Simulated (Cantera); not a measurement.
# Stirred combustor or abatement burner

A perfectly stirred reactor is fed with 12.1 % CO, 1.13 % H₂, 3.99 % CH₄, 17.4 % O₂, 65.4 % N₂, equivalence ratio 0.84, at 0.820 bar; it is adiabatic with a 375 K inlet, and is followed from long to short residence time, starting on the burning branch (τ in s: 0.45, 0.14, 0.046, 0.015, 0.0048, 0.0015, 0.00049, 0.00016, 5.1e-05).

Cantera simulation using GRI-Mech 3.0 (53 species, 325 reactions); the numbers are that mechanism's predictions, not measurements.

| τ (s) | T (K) | x CO | x H₂ | x CH₄ | x C₂H | x NO₂ | x CH₃ |
|---|---|---|---|---|---|---|---|
| 0.45 | 2213 | 0.00760 | 0.000819 | 4.36e-7 | <1e-12 | 1.34e-6 | 1.74e-7 |
| 0.14 | 2204 | 0.00881 | 0.000952 | 1.25e-6 | <1e-12 | 7.96e-7 | 4.88e-7 |
| 0.046 | 2179 | 0.0117 | 0.00129 | 3.07e-6 | <1e-12 | 3.73e-7 | 1.13e-6 |
| 0.015 | 2124 | 0.0174 | 0.00200 | 6.89e-6 | 1.40e-12 | 1.36e-7 | 2.27e-6 |
| 0.0048 | 2037 | 0.0257 | 0.00315 | 1.55e-5 | 2.97e-12 | 4.23e-8 | 4.34e-6 |
| 0.0015 | 1919 | 0.0354 | 0.00466 | 3.82e-5 | 6.09e-12 | 1.53e-8 | 8.57e-6 |
| 0.00049 | 1779 | 0.0461 | 0.00617 | 0.000105 | 1.36e-11 | 7.81e-9 | 1.78e-5 |
| 0.00016 | 1594 | 0.0650 | 0.00726 | 0.000412 | 3.59e-11 | 3.44e-9 | 4.52e-5 |
| 5.1e-5 | 375 | 0.121 | 0.0113 | 0.0399 | <1e-12 | <1e-12 | <1e-12 |
x: mole fraction; the columns are a selection and need not sum to one.
